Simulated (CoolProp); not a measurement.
Properties of toluene at several states.

Computed with CoolProp (reference Helmholtz-energy equation of state, Lemmon 2006). It is a short technical equation, of lower accuracy than the large ones.

| T (°C) | p (MPa) | phase | cp (kJ/(kg K)) | Joule-Thomson coefficient (K/MPa) | isothermal compressibility (1/MPa) | conductivity (mW/(m K)) | Prandtl number | fugacity coefficient |
|---|---|---|---|---|---|---|---|---|
| 310.05 | 0.256 | gas | 2.105 | 7.992 | 4.005 | 39.2 | 0.718 | 0.9762 |
| -40.75 | 7.16 | liquid | 1.523 | -0.5467 | 0.0005641 | 149 | 17.7 | 7.929e-6 |
| 149.15 | 0.0228 | gas | 1.601 | 22.86 | 44.14 | 21.6 | 0.722 | 0.9937 |
| 187.95 | 13.3 | liquid | 2.239 | -0.2180 | 0.002692 | 97.8 | 3.98 | 0.06115 |

Viscosity comes from a separate model (Avgeri 2015). Thermal conductivity comes from a separate model (Assael 2012).
